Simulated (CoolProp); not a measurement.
The numbers come from the reference Helmholtz-energy equation of state, Lemmon 2006 in CoolProp. It is a short technical equation, of lower accuracy than the large ones.

Give the vapour pressure (bar), vapour density (kg/m³), liquid cp (kJ/(kg K)) of saturated carbonyl sulfide at 219.2 K.


```tsv
T (K)	p (bar)	vapour density (kg/m³)	liquid cp (kJ/(kg K))
219.2	0.847	2.86	1.18
```
